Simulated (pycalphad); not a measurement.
CALPHAD calculation (pycalphad, COST 507 light-alloy database (1999)), 1 atm. No gas phase is included, though pure Mg would boil below 1377 °C. These are 1990s assessments: newer ones move some temperatures and phases. Diffusion is slow at the low end, where real alloys seldom reach equilibrium.

### Question
How does the equilibrium phase assembly of Al-2.455Si-0.2611Mg (wt.%) change on cooling from 1377 °C to 97 °C?

### Answer
```csv
T (°C),phases above,phases below
644.5,LIQUID,FCC_A1 + LIQUID
572.0,FCC_A1 + LIQUID,DIAMOND_A4 + FCC_A1 + LIQUID
569.3,DIAMOND_A4 + FCC_A1 + LIQUID,DIAMOND_A4 + FCC_A1
458.8,DIAMOND_A4 + FCC_A1,DIAMOND_A4 + FCC_A1 + MG2SI
```
Changes were sought between steps of 40 K, so a narrower field can be missed.

Database names, with the compositions (at.%) that they take in these runs: MG2SI: Mg 67 Si 33. FCC_A1 is fcc; DIAMOND_A4 is diamond (Si).
